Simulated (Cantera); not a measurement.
## Ignition delay

Mixture: 31.3 % CO, 5.02 % H2, 4.08 % CH4, 12.5 % O2, 47.0 % N2, equivalence ratio 2.1, at 1.01 bar, adiabatic and at constant pressure. Ignition delay is the time to a rise of 400 K.

Detailed kinetics in Cantera: GRI-Mech 3.0 (53 species, 325 reactions).

```json
[
 {"T0 (K)": "1175", "delay (ms)": "0.921"},
 {"T0 (K)": "1250", "delay (ms)": "0.500"},
 {"T0 (K)": "1325", "delay (ms)": "0.291"},
 {"T0 (K)": "1400", "delay (ms)": "0.181"},
 {"T0 (K)": "1475", "delay (ms)": "0.120"},
 {"T0 (K)": "1550", "delay (ms)": "0.0843"},
 {"T0 (K)": "1625", "delay (ms)": "0.0617"},
 {"T0 (K)": "1700", "delay (ms)": "0.0465"},
 {"T0 (K)": "1775", "delay (ms)": "0.0358"}
]
```

* **apparent activation energy between 1625 and 1775 K**: 87 kJ/mol
